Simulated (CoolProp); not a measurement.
CHF3 (R23) along the isotherm 71.35 °C: fugacity coefficient from the reference equation and from simpler models built on Tc = 26.1 °C, pc = 4.832 MPa, ω = 0.263; each cubic takes its own stable root.

Values from CoolProp's reference Helmholtz-energy equation of state, Penoncello 2003.

```csv
p (MPa),phase,reference,Redlich-Kwong,Soave-Redlich-Kwong,Peng-Robinson
0.906,gas,0.9590,0.9582,0.9616,0.9557
1.81,gas,0.9190,0.9175,0.9242,0.9132
2.72,gas,0.8797,0.8774,0.8875,0.8718
3.62,gas,0.8417,0.8386,0.8521,0.8325
4.53,gas,0.8043,0.8002,0.8172,0.7942
5.44,supercritical,0.7678,0.7627,0.7833,0.7574
6.34,supercritical,0.7328,0.7265,0.7508,0.7226
7.25,supercritical,0.6985,0.6909,0.7191,0.6891
```
